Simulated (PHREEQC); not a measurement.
Consider water at 25 °C with 0.0088 mol HF and 0.055 mol NH4HF2 per kg of water. Closed to the air; pH follows from the charge balance.

The numbers come from PHREEQC with the ion-association model, phreeqc.dat.

```yaml
pH: 3.02
ionic_strength: 0.0561 mol/kgw
density: 0.999 g/cm³
total_alkalinity: -63.8 meq/kg
```

```csv
species,molality,activity,log γ
NH4+,0.0550,0.0436,-0.101
HF,0.0532,0.0539,0.006
F-,0.0466,0.0375,-0.095
HF2-,0.00950,0.00774,-0.089
H+,0.00113,0.000959,-0.071
NH3,2.56e-8,2.59e-8,0.006
```

This is a speciation only: nothing precipitates in the calculation. Species that the database lacks are ignored.
